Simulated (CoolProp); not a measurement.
Vapour-liquid equilibrium of propylene (1) + cyclohexane (2) at 318 K; x and y are mole fractions of (1).

The numbers come from the multi-fluid Helmholtz-energy mixture model, Lemmon 2013 and Zhou 2014; pair parameters Bell 2016 in CoolProp.

```json
[
 {"x": "0.05", "bubble pressure, mixture model (kPa)": "129.9", "bubble pressure, Raoult's law (kPa)": "120.2", "y, mixture model": "0.773", "y, Raoult's law": "0.764"},
 {"x": "0.15", "bubble pressure, mixture model (kPa)": "320.5", "bubble pressure, Raoult's law (kPa)": "300.9", "y, mixture model": "0.911", "y, Raoult's law": "0.916"},
 {"x": "0.25", "bubble pressure, mixture model (kPa)": "500.6", "bubble pressure, Raoult's law (kPa)": "481.6", "y, mixture model": "0.945", "y, Raoult's law": "0.954"},
 {"x": "0.35", "bubble pressure, mixture model (kPa)": "672.5", "bubble pressure, Raoult's law (kPa)": "662.3", "y, mixture model": "0.961", "y, Raoult's law": "0.971"},
 {"x": "0.45", "bubble pressure, mixture model (kPa)": "838.8", "bubble pressure, Raoult's law (kPa)": "843.0", "y, mixture model": "0.971", "y, Raoult's law": "0.981"},
 {"x": "0.55", "bubble pressure, mixture model (kPa)": "1002", "bubble pressure, Raoult's law (kPa)": "1024", "y, mixture model": "0.978", "y, Raoult's law": "0.987"},
 {"x": "0.65", "bubble pressure, mixture model (kPa)": "1165", "bubble pressure, Raoult's law (kPa)": "1204", "y, mixture model": "0.983", "y, Raoult's law": "0.991"},
 {"x": "0.75", "bubble pressure, mixture model (kPa)": "1333", "bubble pressure, Raoult's law (kPa)": "1385", "y, mixture model": "0.988", "y, Raoult's law": "0.995"},
 {"x": "0.85", "bubble pressure, mixture model (kPa)": "1512", "bubble pressure, Raoult's law (kPa)": "1566", "y, mixture model": "0.992", "y, Raoult's law": "0.997"},
 {"x": "0.95", "bubble pressure, mixture model (kPa)": "1717", "bubble pressure, Raoult's law (kPa)": "1747", "y, mixture model": "0.997", "y, Raoult's law": "0.999"}
]
```

The largest gap from Raoult's law is +8.1 % in bubble pressure, at x = 0.05. No azeotrope shows between x = 0.05 and 0.95.

Pair parameters are fitted to limited data, so mixtures are less certain than the pure fluids. The gap from Raoult's law changes sign with composition, which may be real or a fault of the pair parameters; it wasn't checked against measurements.
